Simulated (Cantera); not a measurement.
Adiabatic ignition

An adiabatic, constant-pressure homogeneous reactor starts with CH₄ : O₂ : N₂ = 1 : 1.82 : 6.55 (molar parts), equivalence ratio 1.1, at 1350 K and 11.0 bar.

Cantera simulation using GRI-Mech 3.0 (53 species, 325 reactions); the numbers are that mechanism's predictions, not measurements.

```tsv
t (s)	T (K)	x CH₄	x O₂	x CO	x HCO	x C₂H₄
2.00e-6	1350	0.107	0.194	4.13e-12	<1e-12	1.12e-12
8.29e-6	1350	0.107	0.194	3.58e-10	<1e-12	1.33e-10
3.44e-5	1350	0.107	0.194	5.69e-8	2.34e-11	2.84e-8
0.000143	1351	0.106	0.194	9.56e-6	8.01e-10	2.41e-6
0.000591	1376	0.101	0.190	0.00115	4.23e-8	0.000183
0.00245	2868	<1e-12	0.00664	0.0439	1.83e-7	<1e-12
0.0102	2868	<1e-12	0.00664	0.0439	1.83e-7	<1e-12
0.0421	2868	<1e-12	0.00664	0.0439	1.83e-7	<1e-12
0.175	2868	<1e-12	0.00664	0.0439	1.83e-7	<1e-12
0.724	2868	<1e-12	0.00664	0.0439	1.83e-7	<1e-12
3.00	2868	<1e-12	0.00664	0.0439	1.83e-7	<1e-12
```
x: mole fraction; the columns are a selection and need not sum to one.

* **time of steepest temperature rise**: 0.780 ms
* **temperature at 3.00 s**: 2868 K
* **equilibrium temperature**: 2868 K
* **x(CH₄) at 3.00 s**: <1e-12 (gas-phase equilibrium <1e-12)
* **x(O₂) at 3.00 s**: 0.00664 (gas-phase equilibrium 0.00664)
* **x(CO) at 3.00 s**: 0.0439 (gas-phase equilibrium 0.0439)
